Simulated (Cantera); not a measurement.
Reactions in the system B-Cl-F-O

Source: NASA polynomial tables (part measured, part estimated), evaluated in Cantera. Values are per mole of reaction as written; species without (g) are pure solids or liquids, kept so even where they would boil at 1 bar.

3 B2O2(g) + 2 BF3(g) + 6 Cl(g) → 2 BCl3(g) + 2 B3O3F3(g)

```tsv
T (K)	ΔH° (kJ)	ΔS° (J/K)	ΔG° (kJ)	log10 K
850	-2630.2	-978.8	-1798.2	110.50
875	-2629.9	-978.5	-1773.8	105.89
900	-2629.6	-978.1	-1749.3	101.53
925	-2629.2	-977.7	-1724.8	97.40
950	-2628.8	-977.3	-1700.4	93.49
```

B2O3(g) + 6 F(g) → 2 BF3(g) + 3 O(g)

```tsv
T (K)	ΔH° (kJ)	ΔS° (J/K)	ΔG° (kJ)	log10 K
850	-1175.8	-269.0	-947.1	58.20
875	-1176.1	-269.3	-940.4	56.14
900	-1176.3	-269.6	-933.6	54.19
925	-1176.6	-269.9	-926.9	52.34
950	-1176.8	-270.2	-920.1	50.59
```
